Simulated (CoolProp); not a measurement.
A simple Rankine cycle with the fluoroketone C6F12O (FK-5-1-12): condensing at 299.15 K, boiler at 1.49 MPa, turbine inlet 469.7 K, turbine efficiency 0.6, pump efficiency 0.7, no recuperator. Each further row changes one setting.

Model: reference Helmholtz-energy equation of state, McLinden 2015, in CoolProp.

```
case                             thermal efficiency (%)  net work (kJ/kg)  heat in (kJ/kg)  turbine exit temperature (K)  volume ratio over the turbine
-------------------------------  ----------------------  ----------------  ---------------  ----------------------------  -----------------------------
as stated                                           9.0              21.7              242                           ___                           43.7
turbine inlet 489.7 K                               ___              23.1              ___                         455.8                            ___
condensing temperature 291.15 K                     9.5              24.0              ___                         432.3                           61.5
boiler pressure 1.04 MPa                            ___              20.5              247                         440.9                           27.7
turbine efficiency 0.5                              7.4              17.9              242                           ___                           44.1
```

Question: What belongs in the gaps?

Answer: 
- as stated, turbine exit temperature (K): 434.7
- turbine inlet 489.7 K, thermal efficiency (%): 8.7
- turbine inlet 489.7 K, heat in (kJ/kg): 265
- turbine inlet 489.7 K, volume ratio over the turbine: 41.2
- condensing temperature 291.15 K, heat in (kJ/kg): 251
- boiler pressure 1.04 MPa, thermal efficiency (%): 8.3
- turbine efficiency 0.5, turbine exit temperature (K): 438.5
